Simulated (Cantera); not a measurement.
An adiabatic, constant-volume homogeneous reactor starts with C3H8 : O2 : N2 = 1 : 7.58 : 67 (molar parts), equivalence ratio 0.66, at 1150 K and 0.420 bar.

Computed with Cantera and GRI-Mech 3.0 (53 species, 325 reactions). GRI-Mech 3.0 was tuned for natural gas; its chemistry of propane as a main component is partial and can be far from experiment.

Problem. Predict: time of steepest temperature rise; temperature at 3.00 s; equilibrium temperature; x(O2) at 3.00 s; x(CO2) at 3.00 s; x(H2O) at 3.00 s; x(H2O2) at 3.00 s.

Solution. 
```
Item                                                                Result
---------------------------------  ---------------------------------------
time of steepest temperature rise                                  40.7 ms
temperature at 3.00 s                                               2069 K
equilibrium temperature                                             2068 K
x(O2) at 3.00 s                      0.0319 (gas-phase equilibrium 0.0317)
x(CO2) at 3.00 s                     0.0386 (gas-phase equilibrium 0.0386)
x(H2O) at 3.00 s                     0.0513 (gas-phase equilibrium 0.0513)
x(H2O2) at 3.00 s                  1.86e-8 (gas-phase equilibrium 1.85e-8)
```
